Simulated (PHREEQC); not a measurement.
Solution (25 °C): 0.019 mol/kgw KOH and 7.5e-05 mol/kgw CO2. Closed to the air; pH follows from the charge balance.

All values are PHREEQC results (ion-association model, phreeqc.dat), not measurements.

```tsv
quantity	before	after
pH	12.21	12.56
HCO3- (mol/kgw)	6.62e-7	3.76e-7
```

Question: Which change was made?
A. KOH from 0.019 to 0.0095 mol/kgw
B. 0.00028 mol/kgw LiOH added
C. diluted 10-fold with water
D. temperature from 25 to 15 °C

Answer: D, temperature from 25 to 15 °C

Precipitation was switched off in this run.
